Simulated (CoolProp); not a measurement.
CF4 (R14) along the isotherm 247.9 K: fugacity coefficient from the reference equation and from simpler models built on Tc = 227.4 K, pc = 3.762 MPa, ω = 0.178; each cubic takes its own stable root.

Values from CoolProp's reference Helmholtz-energy equation of state, Platzer 1990. This equation is an older, rougher fit; its heat capacities, sound speeds and derivatives of the liquid may be far off and weren't checked against measurements.

| p (MPa) | phase | reference | van der Waals | Redlich-Kwong | Soave-Redlich-Kwong | Peng-Robinson |
|---|---|---|---|---|---|---|
| 0.941 | gas | 0.9361 | 0.9403 | 0.9347 | 0.9368 | 0.9287 |
| 1.88 | gas | 0.8744 | 0.8812 | 0.8715 | 0.8756 | 0.8609 |
| 2.82 | gas | 0.8143 | 0.8221 | 0.8097 | 0.8160 | 0.7959 |
| 3.76 | gas | 0.7555 | 0.7622 | 0.7490 | 0.7577 | 0.7336 |
| 4.7 | supercritical | 0.6974 | 0.6999 | 0.6890 | 0.7006 | 0.6738 |
| 5.64 | supercritical | 0.6398 | 0.6356 | 0.6300 | 0.6450 | 0.6169 |
| 6.58 | supercritical | 0.5861 | 0.5817 | 0.5770 | 0.5943 | 0.5658 |
| 7.52 | supercritical | 0.5407 | 0.5399 | 0.5337 | 0.5517 | 0.5230 |
| 8.47 | supercritical | 0.5035 | 0.5070 | 0.4985 | 0.5166 | 0.4877 |
| 9.41 | supercritical | 0.4736 | 0.4811 | 0.4703 | 0.4882 | 0.4590 |
